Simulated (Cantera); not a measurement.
Input (Python, Cantera):

```python
import numpy as np
import cantera as ct

gas = ct.Solution("gri30.yaml")
gas.TPX = 1050, 210000, {'CO': 1, 'H2': 0.18, 'O2': 0.983, 'N2': 3.7}
reactor = ct.IdealGasConstPressureReactor(gas, energy="on", clone=False)
net = ct.ReactorNet([reactor])
net.rtol, net.atol = 1e-08, 1e-16
show = ['CO', 'H2', 'O2', 'CO2', 'NO', 'N2O', 'OH']
times = np.geomspace(3e-06, 0.2, 12)

steps = ct.SolutionArray(gas, extra=["t"])
rows = []
print(f"{'t/s':>10s}{'T/K':>9s}{'P/Pa':>11s}" + "".join(f"{s:>11s}" for s in show))
for t in times:
    while net.time < t:
        t_next = net.step()
        steps.append(gas.state, t=t_next)
    rows.append([np.interp(t, steps.t, y) for y in (steps.T, steps.P, *steps(*show).X.T)])
    print(f"{t:10.3e}{rows[-1][0]:9.1f}{rows[-1][1]:11.4g}" + "".join(f"{x:11.3e}" for x in rows[-1][2:]))
rate = np.gradient(steps.T, steps.t)
print("integrator steps:", len(steps.t))
if steps.T.max() > steps.T[0] + 200:
    print(f"time of steepest temperature rise: {steps.t[rate.argmax()]:.4e} s")
gas.TPX = 1050, 210000, {'CO': 1, 'H2': 0.18, 'O2': 0.983, 'N2': 3.7}
gas.equilibrate("HP")
print(f"equilibrium (HP): T = {gas.T:.1f} K  " + "  ".join(f"{s} {gas[s].X[0]:.3e}" for s in show))
```

It prints:

```
       t/s      T/K       P/Pa         CO         H2         O2        CO2         NO        N2O         OH
 3.000e-06   1050.0    2.1e+05  1.706e-01  3.070e-02  1.677e-01  6.703e-10  5.495e-22  4.177e-16  6.439e-11
 8.235e-06   1050.0    2.1e+05  1.706e-01  3.070e-02  1.677e-01  2.503e-09  7.895e-21  2.923e-15  2.299e-10
 2.260e-05   1050.0    2.1e+05  1.706e-01  3.070e-02  1.677e-01  1.383e-08  2.009e-19  2.327e-14  8.805e-10
 6.205e-05   1050.0    2.1e+05  1.706e-01  3.070e-02  1.677e-01  1.665e-07  1.705e-17  3.030e-13  6.663e-09
 1.703e-04   1050.3    2.1e+05  1.705e-01  3.067e-02  1.676e-01  2.245e-05  2.117e-13  3.762e-11  8.242e-07
 4.675e-04   2262.5    2.1e+05  3.309e-02  1.044e-03  8.474e-02  1.520e-01  1.219e-04  9.537e-07  6.783e-03
 1.283e-03   2450.9    2.1e+05  1.356e-02  3.950e-04  7.809e-02  1.743e-01  7.860e-04  8.423e-07  4.688e-03
 3.523e-03   2455.3    2.1e+05  1.271e-02  3.712e-04  7.705e-02  1.752e-01  2.322e-03  8.211e-07  4.534e-03
 9.670e-03   2450.4    2.1e+05  1.251e-02  3.666e-04  7.538e-02  1.755e-01  5.599e-03  8.261e-07  4.441e-03
 2.654e-02   2444.1    2.1e+05  1.227e-02  3.608e-04  7.325e-02  1.757e-01  9.800e-03  8.469e-07  4.323e-03
 7.286e-02   2441.7    2.1e+05  1.217e-02  3.587e-04  7.245e-02  1.759e-01  1.137e-02  8.585e-07  4.279e-03
 2.000e-01   2441.6    2.1e+05  1.217e-02  3.586e-04  7.243e-02  1.759e-01  1.142e-02  8.589e-07  4.278e-03
integrator steps: 1536
time of steepest temperature rise: 2.9677e-04 s
equilibrium (HP): T = 2441.6 K  CO 1.217e-02  H2 3.586e-04  O2 7.243e-02  CO2 1.759e-01  NO 1.142e-02  N2O 8.589e-07  OH 4.278e-03
```

Computed with Cantera and GRI-Mech 3.0 (53 species, 325 reactions). The hydrogen kinetics of GRI-Mech 3.0 are dated; newer H2 mechanisms differ, most at raised pressure.
